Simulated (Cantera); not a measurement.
## Equilibrium for roasting and sulfation: FeS₂ + H₂S + O₂

Charge: 1 mol FeS₂, 0.093 mol H₂S, 1.6 mol O₂, held at 1325 °C and 0.133 bar.

Cantera equilibrium calculation (NASA polynomials, part measured and part estimated; ideal gas, pure solids and liquids). Candidate condensed phases: Fe, FeO, Fe(OH)₂, Fe(OH)₃, FeS, FeSO₄, FeS₂, Fe₂O₃, Fe₂(SO₄)₃, Fe₃O₄, H₂O, H₂SO₄, S; 22 gas species. Metal and sulfide melt together well below either melting point, which pure phases cannot show. Mutual solubility and eutectic melting of coexisting phases are not modelled. The tables' stoichiometric FeO is somewhat more stable than real wüstite, so its field is too wide. FeO, FeS: taken at fixed stoichiometry. Rates play no part.

| Quantity | Result |
|---|---|
| x(SO₂) | 0.680 |
| x(S₂) | 0.239 |
| x(H₂O) | 0.0500 |
| x(SO) | 0.0149 |
| x(S₂O) | 0.00836 |
| x(H₂) | 0.00458 |
| x(H₂S) | 0.00190 |
| x(SH) | 0.000773 |
| x(S) | 0.000159 |
| n(FeO(s)) | 0.857 mol |
| n(FeS(l)) | 0.143 mol |
| gas amount | 1.635 mol |
| log10 activity of Fe(γ) (absent) | -1.38 |
| log10 activity of S(l) (absent) | -2.05 |
